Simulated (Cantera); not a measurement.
A perfectly stirred reactor is fed with 2.48 % CH₄, 0.248 % C₂H₆, 8.10 % O₂, 89.2 % N₂, equivalence ratio 0.72, at 1.00 atm; it is adiabatic with a 600 K inlet, and is followed from long to short residence time, starting on the burning branch (τ in s: 0.066, 0.028, 0.012, 0.0049, 0.0021, 0.00086, 0.00036, 0.00015, 6.4e-05, 2.7e-05, 1.1e-05, 4.7e-06).

Cantera simulation using GRI-Mech 3.0 (53 species, 325 reactions); the numbers are that mechanism's predictions, not measurements.

### Question
Predict: blow-out, bracketed by the residence times tried; x(CH₄) at τ = 66.0 ms; x(C₂H₆) at τ = 66.0 ms; x(O₂) at τ = 66.0 ms; x(H₂O₂) at τ = 66.0 ms; x(HCO) at τ = 66.0 ms; x(CH₄) at τ = 0.360 ms; x(C₂H₆) at τ = 0.360 ms; x(O₂) at τ = 0.360 ms.

### Answer
```
Property                                                                       Value
------------------------------------------------  ----------------------------------
blow-out, bracketed by the residence times tried  burning at 28.0 ms, out at 12.0 ms
x(CH₄) at τ = 66.0 ms                                                        7.84e-5
x(C₂H₆) at τ = 66.0 ms                                                       1.99e-6
x(O₂) at τ = 66.0 ms                                                          0.0232
x(H₂O₂) at τ = 66.0 ms                                                       3.05e-7
x(HCO) at τ = 66.0 ms                                                        4.30e-8
x(CH₄) at τ = 0.360 ms                                                        0.0248
x(C₂H₆) at τ = 0.360 ms                                                      0.00248
x(O₂) at τ = 0.360 ms                                                         0.0810
```
